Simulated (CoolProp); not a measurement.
R1336mzz(Z) at several states: Z from the reference equation and from simpler models built on Tc = 444.5 K, pc = 2904 kPa, ω = 0.386; each cubic takes its own stable root.

Values from CoolProp's reference Helmholtz-energy equation of state, McLinden 2020.

| T (K) | p (kPa) | phase | reference |
|---|---|---|---|
| 253.9 | 36.9 | liquid | 0.001945 |
| 306.6 | 124 | liquid | 0.005944 |
| 494 | 1010 | gas | 0.9127 |

### Question
How far does each simpler model (van der Waals, Redlich-Kwong, Soave-Redlich-Kwong, Peng-Robinson) lie from the reference over these 3 states: mean and median of the absolute difference, and the worst?

### Answer
- van der Waals: mean 22268.9 %, median 16202.2 %, worst +50604.4 % at 253.9 K and 36.9 kPa
- Redlich-Kwong: mean 5345.3 %, median 23.3 %, worst +16012.0 % at 306.6 K and 124 kPa
- Soave-Redlich-Kwong: mean 11.9 %, median 17.3 %, worst +17.9 % at 253.9 K and 36.9 kPa
- Peng-Robinson: mean 3.1 %, median 3.7 %, worst +4.7 % at 253.9 K and 36.9 kPa

At some of these states van der Waals, Redlich-Kwong gives the other phase, because its saturation line lies elsewhere.
